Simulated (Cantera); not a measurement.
Input: 1 mol FeS2, 0.75 mol H2S, 2.5 mol N2, 4.3 mol SO3, held at 1 atm.

Cantera equilibrium calculation (NASA polynomials, part measured and part estimated; ideal gas, pure solids and liquids). Candidate condensed phases: Fe, FeO, Fe(OH)2, Fe(OH)3, FeS, FeSO4, FeS2, Fe2O3, Fe2(SO4)3, Fe3O4, H2O, H2SO4, S; 38 gas species. Mutual solubility and eutectic melting of coexisting phases are not modelled. The tables' stoichiometric FeO is somewhat more stable than real wüstite, so its field is too wide. FeO, FeS: taken at fixed stoichiometry. Gases not in the tables: S3 to S7. Equilibrium is a limit: real reactors are often held back by kinetics, nucleation or transport.

x: gas mole fraction; n: condensed amount in mol.

| T (K) | x SO2 | x N2 | x H2O | x S2 | x SO | x H2 | n FeS(s) | n Fe3O4(s) | n FeO(s) | n FeO(l) |
|---|---|---|---|---|---|---|---|---|---|---|
| 925 | 0.638 | 0.268 | 0.0785 | 0.0116 | 5.27e-6 | 5.04e-5 | 0.825 | ___ | 0 | 0 |
| 1000 | 0.633 | 0.268 | 0.0783 | 0.0170 | 1.89e-5 | 0.000106 | 0.760 | ___ | 0 | 0 |
| 1075 | 0.626 | 0.267 | 0.0780 | 0.0235 | 5.65e-5 | 0.000203 | 0.682 | ___ | 0 | 0 |
| 1150 | 0.619 | 0.267 | 0.0776 | 0.0310 | 0.000146 | 0.000357 | 0.590 | ___ | 0 | 0 |
| 1225 | 0.610 | 0.266 | 0.0771 | 0.0396 | 0.000336 | 0.000587 | 0.486 | ___ | 0 | 0 |
| 1300 | 0.601 | 0.266 | 0.0765 | 0.0489 | 0.000699 | 0.000913 | 0.373 | ___ | 0 | 0 |
| 1375 | 0.590 | 0.265 | 0.0758 | 0.0587 | 0.00134 | 0.00135 | 0.253 | ___ | 0 | 0 |
| 1450 | 0.582 | 0.262 | 0.0741 | 0.0703 | 0.00241 | 0.00191 | 0 | 0 | 1.000 | 0 |
| 1525 | 0.581 | 0.261 | 0.0737 | 0.0699 | 0.00394 | 0.00251 | 0 | 0 | 1.000 | 0 |
| 1600 | 0.580 | 0.261 | 0.0730 | 0.0692 | 0.00614 | 0.00322 | 0 | 0 | 1.000 | 0 |
| 1675 | 0.578 | 0.261 | 0.0722 | 0.0683 | 0.00919 | 0.00402 | 0 | 0 | 0 | 1.000 |
| 1750 | 0.576 | 0.261 | 0.0713 | 0.0670 | 0.0133 | 0.00491 | 0 | 0 | 0 | 1.000 |
| 1825 | 0.573 | 0.260 | 0.0702 | 0.0654 | 0.0185 | 0.00588 | 0 | 0 | 0 | 1.000 |
| 1900 | 0.569 | 0.260 | 0.0689 | 0.0633 | 0.0250 | 0.00691 | 0 | 0 | 0 | 1.000 |

Fill in the missing entries.


- 925, n Fe3O4(s): 0.0583
- 1000, n Fe3O4(s): 0.0799
- 1075, n Fe3O4(s): 0.106
- 1150, n Fe3O4(s): 0.137
- 1225, n Fe3O4(s): 0.171
- 1300, n Fe3O4(s): 0.209
- 1375, n Fe3O4(s): 0.249
